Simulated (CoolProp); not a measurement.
Properties of R124 at several states.

Values from CoolProp's reference Helmholtz-energy equation of state, de Vries 1995.

| T (°C) | p (bar) | phase | cp (kJ/(kg K)) | cv (kJ/(kg K)) | expansivity (1/kK) | fugacity coefficient |
|---|---|---|---|---|---|---|
| 56.75 | 11.3 | liquid | 1.229 | (withheld) | 3.521 | 0.6874 |
| -56.25 | 27 | liquid | 0.9965 | 0.6847 | 1.658 | (withheld) |
| 180.35 | 6.13 | gas | 0.9484 | 0.8749 | (withheld) | (withheld) |
| -117.45 | 3.73 | liquid | 0.9397 | 0.6443 | 1.469 | 7.198e-5 |

**Question.** What belongs in the gaps?

**Answer.** 
- 56.75, cv (kJ/(kg K)): 0.8007
- -56.25, fugacity coefficient: 0.004170
- 180.35, expansivity (1/kK): 2.514
- 180.35, fugacity coefficient: 0.9640
